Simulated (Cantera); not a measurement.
A freely propagating, adiabatic, planar premixed flame of 10.2 % CH3OH, 18.9 % O2, 70.9 % N2, equivalence ratio 0.81, unburnt at 525 K and 5.60 bar; unity-Lewis-number transport, grid criteria slope 0.08 and curve 0.16, no radiation.

Computed with Cantera and GRI-Mech 3.0 (53 species, 325 reactions). GRI-Mech 3.0 was tuned for natural gas; its chemistry of methanol as a main component is partial and can be far from experiment. Unity Lewis numbers drop preferential diffusion, which matters most where H2 and H carry the flame. Burning velocities carry a grid error of a few per cent, more on coarse grids.

Q: Predict: laminar burning velocity; thermal thickness; peak x(CH2CO); peak x(O).

A: 
```json
{
  "laminar_burning_velocity": "45.7 cm/s",
  "thermal_thickness": "0.0937 mm",
  "peak x(CH2CO)": "1.01e-6",
  "peak x(O)": "0.00235"
}
```
